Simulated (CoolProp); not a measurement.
Model: reference Helmholtz-energy equation of state, Thol 2015, in CoolProp.

Problem. For octamethylcyclotetrasiloxane (D4), give the phase and the cp (kJ/(kg K)), cv (kJ/(kg K)), speed of sound (m/s) at 274.35 °C and 0.0213 MPa; 274.35 °C and 0.0674 MPa; 274.35 °C and 6.74 MPa.

Solution. 
- 274.35 °C and 0.0213 MPa: gas; cp 1.90, cv 1.87, speed of sound 124
- 274.35 °C and 0.0674 MPa: gas; cp 1.91, cv 1.88, speed of sound 122
- 274.35 °C and 6.74 MPa: liquid; cp 2.17, cv 1.92, speed of sound 370
